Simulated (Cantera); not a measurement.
A perfectly stirred reactor is fed with C₂H₆ : H₂ = 1 : 13 (molar parts), at 100.0 Torr; it is held at 1950 K, and followed from long to short residence time.

Detailed kinetics in Cantera: GRI-Mech 3.0 (53 species, 325 reactions). GRI-Mech 3.0 stops at C3 and has no aromatics, soot or wall deposition, so with more carbon than oxygen in the feed, carbon stays in small species such as C2H2 where larger ones or solid carbon would form.

Q: What does this change do: pressure from 100.0 Torr to 10.00 Torr?

A: 
| quantity | before | after |
|---|---|---|
| x(C₂H₆) at τ = 22.0 s | 3.70e-8 | 9.68e-8 |
| x(H₂) at τ = 22.0 s | 0.934 | 0.928 |
| x(CH₄) at τ = 22.0 s | 0.00106 | 0.000853 |
| x(CH₃) at τ = 22.0 s | 6.89e-5 | 0.000168 |
| x(C₂H) at τ = 22.0 s | 3.18e-6 | 9.60e-6 |
| x(C₂H₆) at τ = 0.180 s | 3.78e-6 | 1.47e-5 |
| x(H₂) at τ = 0.180 s | 0.929 | 0.922 |
| x(CH₄) at τ = 0.180 s | 0.00897 | 0.0133 |
| x(CH₃) at τ = 0.180 s | 0.000597 | 0.00197 |
| x(C₂H) at τ = 0.180 s | 3.06e-6 | 6.46e-6 |
Radical loss at walls, strong at low pressure, is not modelled.
